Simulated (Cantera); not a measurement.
Input (Python, Cantera) and output of one run.

```python
import numpy as np
import cantera as ct

gas_names = """
    H HO2 H2 H2O H2O2 O OH O2 O3 Pb PbO Pb2
""".split()
cond_names = """
    H2O(s) H2O(L) Pb(cr) Pb(L) PbO(rd) PbO(yw) PbO(L) PbO2(s) Pb3O4(s)
""".split()


def load(file, names, dense=False):
    # The tables refer to 1 bar. Condensed volumes are neglected.
    table = {s.name: s for s in ct.Species.list_from_file(file)}
    out = []
    for n in names:
        d = dict(table[n].input_data)
        d["thermo"] = dict(d["thermo"], **{"reference-pressure": 1e5})
        if dense:
            d["equation-of-state"] = {"model": "constant-volume", "density": "1e6 g/cm^3"}
        out.append(ct.Species.from_dict(d))
    return out


gas = ct.Solution(thermo="ideal-gas", species=load("nasa_gas.yaml", gas_names))
cond = {s.name: ct.Solution(thermo="fixed-stoichiometry", species=[s], name=s.name)
        for s in load("nasa_condensed.yaml", cond_names, dense=True)}
atoms = {
    'PbO': {'Pb': 1, 'O': 1},
    'O2': {'O': 2},
    'H2': {'H': 2},
}
top_T = {'Pb3O4(s)': 820}  # K; cautious upper limits of use, not melting points


def equilibrate(T, P, feed):
    n = {}
    for name, mol in feed.items():
        for a, k in atoms[name].items():
            n[a] = n.get(a, 0.0) + k * mol
    gas.TPX = T, P, n
    mass = sum(n.values()) * gas.mean_molecular_weight
    gas.equilibrate("TP")
    valid = [c for c in cond.values() if c.min_temp <= T <= top_T.get(c.name, c.max_temp)]
    mix = ct.Mixture([(gas, mass / gas.mean_molecular_weight)] + [(c, 0.0) for c in valid])
    mix.T, mix.P = T, P
    mix.equilibrate("TP", solver="vcs", rtol=1e-11, max_steps=5000)
    return mix


results = []
T = 900  # K
P = 4600  # Pa
for m in [0.25, 0.44, 0.64, 0.83, 1, 1.2, 1.4]:
    feed = {'PbO': 1, 'O2': 0.32, 'H2': m}  # mol
    mix = equilibrate(T, P, feed)
    results.append((T, P, feed, dict(zip(mix.species_names, mix.species_moles))))

top = {s: max(r[3][s] / sum(r[3][g] for g in gas_names) for r in results) for s in gas_names}
cols = sorted((s for s in top if top[s] > 0.0001), key=lambda s: -top[s])[:5]
seen = [c for c in cond_names if any(r[3].get(c, 0) > 1e-12 for r in results)]
print("log10 of partial pressures in bar; condensed amounts in mol")
print(f"{'n(H2)':>10s}" + "".join(f"{s[:9]:>10s}" for s in cols + seen))
for T, P, feed, n in results:
    ng = sum(n[g] for g in gas_names)
    print(f"{feed['H2']:10.4g}" + "".join(f"{np.log10(max(n[s] / ng * P / 1e5, 1e-99)):10.3f}" for s in cols)
          + "".join(f"{n.get(c, 0):10.4g}" for c in seen))
```

It prints:

```
log10 of partial pressures in bar; condensed amounts in mol
     n(H2)       H2O        O2     Pb(L)   PbO(yw)
      0.25    -1.588    -1.696         0         1
      0.44    -1.426    -2.070         0         1
      0.64    -1.337    -8.683         0         1
      0.83    -1.337   -14.988    0.1899    0.8101
         1    -1.337   -14.988    0.3599    0.6401
       1.2    -1.337   -14.988    0.5598    0.4401
       1.4    -1.337   -14.988    0.7598    0.2401
```

These are equilibrium values from Cantera (NASA tables, ideal gas, pure condensed phases), not measurements of a reactor.
